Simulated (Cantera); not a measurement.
Adiabatic ignition

An adiabatic, constant-pressure homogeneous reactor starts with 42.8 % CO, 1.37 % H2, 11.6 % O2, 43.7 % N2, 0.514 % H2O, equivalence ratio 1.9, at 1650 K and 101000 Pa.

Cantera simulation using GRI-Mech 3.0 (53 species, 325 reactions); the numbers are that mechanism's predictions, not measurements.

```csv
t (s),T (K),x CO,x H2,x O2,x OH,x H2O,x NO
2.00e-6,1650,0.428,0.0137,0.116,2.27e-7,0.00514,<1e-12
7.52e-6,1650,0.428,0.0137,0.116,5.28e-6,0.00514,1.65e-12
2.83e-5,1700,0.400,0.00213,0.0883,0.00313,0.0100,5.01e-7
0.000106,2172,0.316,0.00206,0.0350,0.00569,0.00427,8.41e-5
0.000399,2674,0.292,0.00250,0.0264,0.00795,0.00954,0.00111
0.00150,2865,0.278,0.00247,0.0181,0.00730,0.0119,0.00655
0.00565,2861,0.279,0.00249,0.0173,0.00716,0.0119,0.00889
0.0212,2861,0.279,0.00249,0.0173,0.00715,0.0119,0.00890
0.0798,2861,0.279,0.00249,0.0173,0.00715,0.0119,0.00890
0.300,2861,0.279,0.00249,0.0173,0.00715,0.0119,0.00890
```
x: mole fraction; the columns are a selection and need not sum to one.

The time of steepest temperature rise is 38.1 µs, the temperature at 0.300 s is 2861 K and the equilibrium temperature is 2861 K. The x(CO) at 0.300 s is 0.279 (gas-phase equilibrium 0.279), the x(H2) at 0.300 s is 0.00249 (gas-phase equilibrium 0.00249) and the x(O2) at 0.300 s is 0.0173 (gas-phase equilibrium 0.0173).
